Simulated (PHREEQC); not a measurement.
PHREEQC input (Pitzer model, pitzer.dat):

```
SOLUTION 1
  temp 25
  units mol/kgw
  pH 7 charge
END
SELECTED_OUTPUT 1
  -reset false
  -pH true
  -pe true
  -ionic_strength true
  -water true
  -totals C
  -molalities H+ CO3-2 OH- HCO3- CO2
USER_PUNCH 1
  -headings p_CO2(g) phi_CO2(g) p_H2O(g) phi_H2O(g) density
  10 PUNCH PR_P("CO2(g)"), PR_PHI("CO2(g)"), PR_P("H2O(g)"), PR_PHI("H2O(g)"), RHO
PRINT
  -reset false
USE solution 1
REACTION_TEMPERATURE 1
  60
GAS_PHASE 1
  -fixed_pressure
  -pressure 2
  -temperature 60
  -volume 20
  CO2(g) 2
  H2O(g) 0
END
# ... the last block is repeated for the other 12 points of P (atm)
```

Selected output (columns that matter, 13 of 13 rows; P (atm) added in front):

```
P (atm)	pH	mu	C	m_H+	m_OH-	m_CO2	p_CO2(g)	phi_CO2(g)	p_H2O(g)	phi_H2O(g)	density
2	3.9061	0.00012591	0.029561	0.00012591	7.8871e-10	0.029435	1.8012	0.99227	0.19877	0.98431	0.98348
5	3.6966	0.00020486	0.077707	0.00020486	4.8924e-10	0.077502	4.7967	0.98056	0.2033	0.96347	0.98401
10	3.5469	0.00029033	0.15545	0.00029033	3.4846e-10	0.15516	9.7888	0.96132	0.2112	0.92923	0.98487
20	3.4047	0.00040488	0.30166	0.00040488	2.5316e-10	0.30125	19.771	0.92362	0.22854	0.86229	0.98651
30	3.3265	0.00048658	0.43549	0.00048659	2.1288e-10	0.435	29.752	0.8869	0.24827	0.79723	0.98803
40	3.2742	0.0005504	0.55697	0.0005504	1.8999e-10	0.55642	39.729	0.8511	0.27094	0.73387	0.98944
50	3.2361	0.00060222	0.66618	0.00060222	1.752e-10	0.66558	49.703	0.81618	0.29733	0.67197	0.99075
75	3.1747	0.00069675	0.88642	0.00069675	1.5468e-10	0.88572	74.612	0.73248	0.3879	0.5218	0.99356
100	3.1397	0.00075731	1.0347	0.0007573	1.453e-10	1.034	99.453	0.6538	0.54675	0.3755	0.9958
150	3.104	0.00082449	1.1815	0.00082449	1.3913e-10	1.1807	148.87	0.52525	1.1262	0.18799	0.99908
200	3.0808	0.00087119	1.2638	0.00087119	1.3732e-10	1.2629	198.29	0.44686	1.7147	0.12745	1.0018
300	3.0435	0.00095174	1.3805	0.00095174	1.368e-10	1.3796	297.15	0.36693	2.8496	0.081742	1.0069
400	3.0116	0.0010264	1.4691	0.0010264	1.3814e-10	1.468	396.05	0.33061	3.9496	0.062855	1.0117
```

Complexes and solids missing from the database can't appear. Away from 25 °C the constants follow the database's enthalpies or fits; those with neither stay at their 25 °C values.
